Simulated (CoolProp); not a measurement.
A single-stage vapour-compression cycle with trans-2-butene: evaporating at 228.15 K (dew point), condensing at 270.15 K (bubble point), superheat 8 K, subcooling 5 K, compressor efficiency 0.75, no pressure losses. Each further row changes one setting.

The numbers come from the reference Helmholtz-energy equation of state, Lemmon 2005 in CoolProp. It is a short technical equation, of lower accuracy than the large ones.

```
case                              cooling COP  pressure ratio  discharge temperature (K)  refrigerating effect (kJ/kg)  volumetric capacity (kJ/m³)
--------------------------------  -----------  --------------  -------------------------  ----------------------------  ---------------------------
as stated                                3.65            7.49                      308.2                           377                          126
evaporating temperature 233.15 K         4.31            5.64                      303.4                           383                          167
condensing temperature 265.15 K          4.22            6.12                      300.8                           388                          130
subcooling 10 K                          3.76            7.49                      308.2                           388                          130
superheat 18 K                           3.63            7.49                      319.2                           390                          125
compressor efficiency 0.65               3.16            7.49                      317.8                           377                          126
```
